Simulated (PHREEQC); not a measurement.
Consider water at 35 °C with 0.19 mol/kgw CuCl2, 0.002 mol/kgw HCl and 0.11 mol/kgw Na2SO4. It is in equilibrium with CO2 at log p = 0 (atm). Otherwise closed; pH follows from the charge balance.

Model: ion-association model, phreeqc.dat, run in PHREEQC.

| Item | Result |
|---|---|
| pH | 3.10 |
| ionic strength | 0.618 mol/kgw |
| activity of water | 0.986 |
| density | 1.029 g/cm³ |
| total alkalinity | -2.00 meq/kg |

```tsv
species	molality	activity	log γ
Cl-	0.341	0.215	-0.200
Na+	0.209	0.149	-0.148
Cu+2	0.106	0.0244	-0.638
SO4-2	0.0526	0.00968	-0.735
CuSO4	0.0448	0.0517	0.062
CuCl+	0.0361	0.0227	-0.200
CO2	0.0229	0.0264	0.062
NaSO4-	0.0113	0.00766	-0.170
CuCl2	0.00253	0.00292	0.062
HSO4-	0.00126	0.000926	-0.132
H+	0.00104	0.000785	-0.122
CuHCO3+	0.000269	0.000199	-0.132
```

This is a speciation only: nothing precipitates in the calculation.
